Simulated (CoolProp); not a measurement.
A Linde-Hampson liquefier for carbon monoxide: isothermal reversible compression at 290 K from 1 atm to 5 MPa, throttling to 1 atm, return gas leaving the recuperator 10 K below the feed. Each further row changes one setting.

Computed with CoolProp (reference Helmholtz-energy equation of state, Lemmon 2006). It is a short technical equation, of lower accuracy than the large ones.

| case | liquid yield per pass | compression work (kJ/kg of gas) |
|---|---|---|
| as stated | 0.006 | 334 |
| high pressure 10 MPa | 0.033 | 393 |
| warm-end temperature 320 K | 0.000 | 370 |
| warm-end gap 15 K | no liquid | 334 |
